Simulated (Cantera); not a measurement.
An isothermal, constant-pressure homogeneous reactor starts with C2H6 : N2 = 1 : 2.9 (molar parts), at 1125 K and 113 Torr.

Model: GRI-Mech 3.0 (53 species, 325 reactions), integrated in Cantera. GRI-Mech 3.0 stops at C3 and has no aromatics, soot or wall deposition, so with more carbon than oxygen in the feed, carbon stays in small species such as C2H2 where larger ones or solid carbon would form.

Q: Predict: x(C2H6) at 100 s; x(CH4) at 100 s; x(C2H2) at 100 s; x(CH3) at 100 s; x(C2H4) at 100 s; x(H) at 100 s.

A: 
| Property | Value |
|---|---|
| x(C2H6) at 100 s | 0.000998 (gas-phase equilibrium 0.000180) |
| x(CH4) at 100 s | 0.0716 (gas-phase equilibrium 0.191) |
| x(C2H2) at 100 s | 0.0718 (gas-phase equilibrium 0.0523) |
| x(CH3) at 100 s | 2.39e-6 (gas-phase equilibrium 1.32e-6) |
| x(C2H4) at 100 s | 0.0883 (gas-phase equilibrium 0.0316) |
| x(H) at 100 s | 3.50e-7 (gas-phase equilibrium 3.57e-8) |
